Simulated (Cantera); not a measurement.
Input (Python, Cantera):

```python
import numpy as np
import cantera as ct

gas = ct.Solution("gri30.yaml")
gas.TPX = 400, 780000, {'CH4': 1, 'O2': 2.33, 'N2': 8.74, 'CO2': 0.36, 'H2O': 0.032}
flame = ct.FreeFlame(gas, width=0.0095)
flame.set_refine_criteria(ratio=3, slope=0.08, curve=0.16)
flame.transport_model = "mixture-averaged"
flame.solve(loglevel=0, auto=True)
z, T = flame.grid, flame.T
thick = (T[-1] - T[0]) / np.gradient(T, z).max()
show = ['CH4', 'O2', 'CO2', 'C2H', 'N2O', 'C2H6']
print(f"laminar burning velocity  {flame.velocity[0] * 100:.3f} cm/s")
print(f"burnt temperature         {T[-1]:.1f} K")
print(f"thermal thickness         {thick * 1e3:.4f} mm")
print(f"grid points               {len(z)}")
z0 = z[flame.heat_release_rate.argmax()]
print(f"{'z/mm':>9s}{'T/K':>9s}{'u/(m/s)':>9s}" + "".join(f"{s:>11s}" for s in show))
rows = []
for k in (-3, -2, -1.5, -1, -0.5, -0.25, 0, 0.25, 0.5, 1, 2, 4, 8):
    zz = z0 + k * thick
    rows.append([k * thick, np.interp(zz, z, T), np.interp(zz, z, flame.velocity),
                 *(np.interp(zz, z, flame.X[gas.species_index(s)]) for s in show)])
    print(f"{rows[-1][0] * 1e3:9.3f}{rows[-1][1]:9.1f}{rows[-1][2]:9.3f}" + "".join(f"{x:11.3e}" for x in rows[-1][3:]))
```

Output:

```
laminar burning velocity  16.521 cm/s
burnt temperature         2094.0 K
thermal thickness         0.1385 mm
grid points               141
     z/mm      T/K  u/(m/s)        CH4         O2        CO2        C2H        N2O       C2H6
   -0.416    400.8    0.166  8.015e-02  1.868e-01  2.888e-02  1.085e-28  3.365e-11  3.799e-08
   -0.277    408.2    0.169  7.960e-02  1.862e-01  2.889e-02  2.190e-25  6.112e-10  7.527e-07
   -0.208    433.6    0.180  7.795e-02  1.843e-01  2.905e-02  6.581e-23  3.629e-09  4.769e-06
   -0.139    565.8    0.235  7.025e-02  1.738e-01  3.068e-02  1.009e-18  3.040e-08  4.392e-05
   -0.069   1031.1    0.432  4.409e-02  1.318e-01  4.167e-02  8.497e-13  1.997e-07  3.091e-04
   -0.035   1420.8    0.597  2.188e-02  9.275e-02  5.542e-02  4.942e-10  4.077e-07  4.621e-04
    0.000   1798.8    0.755  2.880e-03  5.179e-02  7.559e-02  5.385e-08  7.280e-07  3.646e-05
    0.035   1950.6    0.814  3.499e-05  3.537e-02  9.225e-02  6.303e-09  1.123e-06  6.791e-09
    0.069   2010.2    0.835  3.087e-07  3.121e-02  9.956e-02  6.264e-11  1.291e-06  7.785e-13
    0.139   2058.9    0.853  1.455e-10  2.859e-02  1.045e-01  4.620e-14  1.184e-06  8.555e-19
    0.277   2085.0    0.863  1.162e-13  2.738e-02  1.069e-01  1.933e-17  7.677e-07  1.038e-24
    0.554   2093.1    0.866  2.302e-14  2.704e-02  1.076e-01  1.426e-20  5.161e-07 -5.884e-26
    1.108   2094.0    0.866  4.672e-15  2.700e-02  1.077e-01  3.730e-22  4.822e-07 -1.926e-26
```

Detailed kinetics in Cantera: GRI-Mech 3.0 (53 species, 325 reactions). Burning velocities carry a grid error of a few per cent, more on coarse grids.
